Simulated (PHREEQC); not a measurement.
Make-up at 20 °C: 0.0028 mol FeCl2, 0.00047 mol Na2SO4 and 0.09 mol KCl per kg of water. Closed to the air; pH follows from the charge balance.

Equilibrium calculation in PHREEQC: ion-association model, phreeqc.dat.

Question: The ionic strength comes out as 0.0993 mol/kgw. What activity coefficients do KSO4-, Na+, SO4-2, FeCl+, Fe+2 get?

Answer: KSO4- 0.79, Na+ 0.79, SO4-2 0.38, FeCl+ 0.78, Fe+2 0.40.

Precipitation was switched off in this run. Species that the database lacks are ignored.
